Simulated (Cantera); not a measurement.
What does this Cantera script print?

```python
import numpy as np
import cantera as ct

gas_names = """
    H HNO HNO2 HNO3 HO2 H2 H2O H2O2 N NH NH2 NH3 NH2OH NO NO2 NO3 N2 N2H2 N2H4 N2O O OH O2 O3 Pb PbO Pb2
""".split()
cond_names = """
    H2O(s) H2O(L) Pb(cr) Pb(L) PbO(rd) PbO(yw) PbO(L) PbO2(s) Pb3O4(s)
""".split()


def load(file, names, dense=False):
    # The tables refer to 1 bar. Condensed volumes are neglected.
    table = {s.name: s for s in ct.Species.list_from_file(file)}
    out = []
    for n in names:
        d = dict(table[n].input_data)
        d["thermo"] = dict(d["thermo"], **{"reference-pressure": 1e5})
        if dense:
            d["equation-of-state"] = {"model": "constant-volume", "density": "1e6 g/cm^3"}
        out.append(ct.Species.from_dict(d))
    return out


gas = ct.Solution(thermo="ideal-gas", species=load("nasa_gas.yaml", gas_names))
cond = {s.name: ct.Solution(thermo="fixed-stoichiometry", species=[s], name=s.name)
        for s in load("nasa_condensed.yaml", cond_names, dense=True)}
atoms = {
    'PbO': {'Pb': 1, 'O': 1},
    'H2O': {'H': 2, 'O': 1},
    'N2': {'N': 2},
}
top_T = {'Pb3O4(s)': 820}  # K; cautious upper limits of use, not melting points


def equilibrate(T, P, feed):
    n = {}
    for name, mol in feed.items():
        for a, k in atoms[name].items():
            n[a] = n.get(a, 0.0) + k * mol
    gas.TPX = T, P, n
    mass = sum(n.values()) * gas.mean_molecular_weight
    gas.equilibrate("TP")
    valid = [c for c in cond.values() if c.min_temp <= T <= top_T.get(c.name, c.max_temp)]
    mix = ct.Mixture([(gas, mass / gas.mean_molecular_weight)] + [(c, 0.0) for c in valid])
    mix.T, mix.P = T, P
    mix.equilibrate("TP", solver="vcs", rtol=1e-11, max_steps=5000)
    return mix


results = []
feed = {'PbO': 1, 'H2O': 0.8, 'N2': 0.76}  # mol
T = 1698.15  # K
for P in [1000, 4000, 16000, 63000, 250000, 1000000]:
    mix = equilibrate(T, P, feed)
    results.append((T, P, feed, dict(zip(mix.species_names, mix.species_moles))))
    x = sorted(zip(gas.X, gas.species_names), reverse=True)
    print(f"T = {T:g} K  P = {P:g} Pa  gas = {mix.phase_moles(0):.4g} mol")
    print("   x: " + "  ".join(f"{s} {v:.3e}" for v, s in x if v > 1e-05))
    print("   condensed (mol): " + ("  ".join(f"{mix.phase(i).name} {mix.phase_moles(i):.4g}"
          for i in range(1, mix.n_phases) if mix.phase_moles(i) > 1e-12) or "none"))
```

It prints:

```
T = 1698.15 K  P = 1000 Pa  gas = 2.753 mol
   x: H2O 2.897e-01  N2 2.756e-01  PbO 2.244e-01  Pb 1.388e-01  O2 6.863e-02  OH 1.461e-03  NO 9.738e-04  H2 2.179e-04  O 1.148e-04  H 2.138e-05
   condensed (mol): none
T = 1698.15 K  P = 4000 Pa  gas = 2.695 mol
   x: H2O 2.963e-01  N2 2.816e-01  PbO 2.717e-01  Pb 9.938e-02  O2 4.908e-02  OH 9.609e-04  NO 8.324e-04  H2 1.318e-04  O 4.855e-05
   condensed (mol): none
T = 1698.15 K  P = 16000 Pa  gas = 2.651 mol
   x: PbO 3.090e-01  H2O 3.014e-01  N2 2.863e-01  Pb 6.824e-02  O2 3.365e-02  NO 6.951e-04  OH 6.236e-04  H2 8.095e-05  O 2.010e-05
   condensed (mol): none
T = 1698.15 K  P = 63000 Pa  gas = 1.864 mol
   x: H2O 4.289e-01  N2 4.075e-01  PbO 1.269e-01  Pb 2.396e-02  O2 1.169e-02  NO 4.886e-04  OH 4.054e-04  H2 9.852e-05
   condensed (mol): PbO(L) 0.7188
T = 1698.15 K  P = 250000 Pa  gas = 1.627 mol
   x: H2O 4.915e-01  N2 4.670e-01  PbO 3.198e-02  Pb 6.076e-03  O2 2.910e-03  NO 2.610e-04  OH 2.172e-04  H2 1.136e-04
   condensed (mol): PbO(L) 0.9381
T = 1698.15 K  P = 1e+06 Pa  gas = 1.576 mol
   x: H2O 5.073e-01  N2 4.821e-01  PbO 7.994e-03  Pb 1.521e-03  O2 7.254e-04  NO 1.324e-04  H2 1.174e-04  OH 1.103e-04
   condensed (mol): PbO(L) 0.985
```

These are equilibrium values from Cantera (NASA tables, ideal gas, pure condensed phases), not measurements of a reactor. Gases not in the tables: (PbO)n polymers.
